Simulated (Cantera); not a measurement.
A freely propagating, adiabatic, planar premixed flame of H₂ : O₂ : N₂ : H₂O = 1 : 0.746 : 2.81 : 0.17 (molar parts), equivalence ratio 0.67, unburnt at 300 K and 41000 Pa; mixture-averaged transport, grid criteria slope 0.08 and curve 0.16, no radiation.

Computed with Cantera and the H2/O2 subset of GRI-Mech 3.0, which has no nitrogen chemistry. Burning velocities carry a grid error of a few per cent, more on coarse grids. Lean hydrogen flames are cellular in practice and burn faster than this planar one.

Q: How do the results move with these cheaper or finer settings: unity-Lewis-number transport; multicomponent transport; multicomponent+Soret transport; grid criteria slope 0.5, curve 1; grid criteria slope 0.25, curve 0.5; grid criteria slope 0.03, curve 0.06?

A: 
| setting | laminar burning velocity | thermal thickness | peak x(O) | peak x(HO₂) | grid points |
|---|---|---|---|---|---|
| as above | 109 cm/s | 1.00 mm | 0.00734 | 0.000277 | 111 |
| unity-Lewis-number transport | 99.1 cm/s | 0.818 mm | 0.00945 | 0.000201 | 111 |
| multicomponent transport | 108 cm/s | 0.990 mm | 0.00735 | 0.000278 | 111 |
| multicomponent+Soret transport | 95.5 cm/s | 0.995 mm | 0.00692 | 0.000267 | 111 |
| grid criteria slope 0.5, curve 1 | 115 cm/s | 1.15 mm | 0.00768 | 0.000249 | 34 |
| grid criteria slope 0.25, curve 0.5 | 112 cm/s | 1.07 mm | 0.00733 | 0.000268 | 47 |
| grid criteria slope 0.03, curve 0.06 | 109 cm/s | 0.990 mm | 0.00736 | 0.000280 | 260 |
Unity Lewis numbers drop preferential diffusion, which matters most where H2 and H carry the flame; Soret adds thermal diffusion.
